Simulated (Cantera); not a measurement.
# PH₃ + O₂ (abatement and gas-phase synthesis)

Input: 1 mol PH₃, a varied amount of O₂, held at 2375 °C and 6.20 mbar.

Method: chemical equilibrium by Gibbs-energy minimisation in Cantera with the NASA 1993 tables (ideal gas, pure condensed phases). Candidate condensed phases: H₂O, P, P₄O₁₀; 17 gas species. Gases not in the tables: HPO₂, HPO₃ and P₄O₆. Rates play no part.

From 0.021 mol O₂ to 0.58 mol O₂ nothing is condensed.

```json
[
 {"n(O₂) (mol)": "0.021", "x H₂": "0.391", "x H": "0.369", "x PO": "0.0157", "x P₂": "0.144", "x P": "0.0786", "x H₂O": "0.000274", "x PO₂": "9.95e-6"},
 {"n(O₂) (mol)": "0.091", "x H₂": "0.378", "x H": "0.363", "x PO": "0.0661", "x P₂": "0.118", "x P": "0.0711", "x H₂O": "0.00123", "x PO₂": "0.000194"},
 {"n(O₂) (mol)": "0.16", "x H₂": "0.367", "x H": "0.358", "x PO": "0.113", "x P₂": "0.0940", "x P": "0.0635", "x H₂O": "0.00229", "x PO₂": "0.000632"},
 {"n(O₂) (mol)": "0.23", "x H₂": "0.356", "x H": "0.352", "x PO": "0.157", "x P₂": "0.0716", "x P": "0.0554", "x H₂O": "0.00354", "x PO₂": "0.00140"},
 {"n(O₂) (mol)": "0.3", "x H₂": "0.346", "x H": "0.347", "x PO": "0.198", "x P₂": "0.0512", "x P": "0.0468", "x H₂O": "0.00513", "x PO₂": "0.00264"},
 {"n(O₂) (mol)": "0.37", "x H₂": "0.336", "x H": "0.342", "x PO": "0.235", "x P₂": "0.0331", "x P": "0.0376", "x H₂O": "0.00736", "x PO₂": "0.00463"},
 {"n(O₂) (mol)": "0.44", "x H₂": "0.326", "x H": "0.337", "x PO": "0.266", "x P₂": "0.0180", "x P": "0.0278", "x H₂O": "0.0110", "x PO₂": "0.00805"},
 {"n(O₂) (mol)": "0.51", "x H₂": "0.316", "x H": "0.332", "x PO": "0.287", "x P₂": "0.00750", "x P": "0.0179", "x H₂O": "0.0177", "x PO₂": "0.0145"},
 {"n(O₂) (mol)": "0.58", "x H₂": "0.302", "x H": "0.325", "x PO": "0.291", "x P₂": "0.00253", "x P": "0.0104", "x H₂O": "0.0297", "x PO₂": "0.0257"}
]
```
x: gas mole fraction; nothing condenses.
